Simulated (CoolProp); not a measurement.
Vapour-liquid equilibrium of isobutane (1) + acetone (2) at 359 kPa; x and y are mole fractions of (1).

Computed with CoolProp (multi-fluid Helmholtz-energy mixture model, Bücker 2006 and Lemmon 2006; pair parameters Bell 2016).

```tsv
x	bubble temperature, mixture model (K)	bubble temperature, Raoult's law (K)	y, mixture model	y, Raoult's law
0.05	350.9	363.8	0.439	0.231
0.125	329.5	353.4	0.724	0.471
0.2	317.9	344.7	0.824	0.627
0.275	311.7	337.3	0.865	0.732
0.35	308.4	331.0	0.885	0.805
0.425	306.6	325.4	0.896	0.858
0.5	305.5	320.6	0.902	0.896
0.575	304.7	316.3	(withheld)	0.924
0.65	(withheld)	312.5	0.913	0.946
0.725	303.1	309.1	0.921	0.963
0.8	302.2	306.0	(withheld)	0.976
0.875	(withheld)	303.2	0.949	0.987
0.95	299.8	300.6	0.975	0.995
```

Problem. What belongs in the gaps?

Solution. 
- 0.575, y, mixture model: 0.908
- 0.65, bubble temperature, mixture model (K): 303.9
- 0.8, y, mixture model: 0.932
- 0.875, bubble temperature, mixture model (K): 301.0

The largest gap from Raoult's law is -26.8 K in bubble temperature, at x = 0.2. No azeotrope shows between x = 0.05 and 0.95.

The pair parameters rest on a limited set of measurements; away from them the model extrapolates. With so large a gap from Raoult's law the liquid may split in two, which this calculation doesn't test in full.
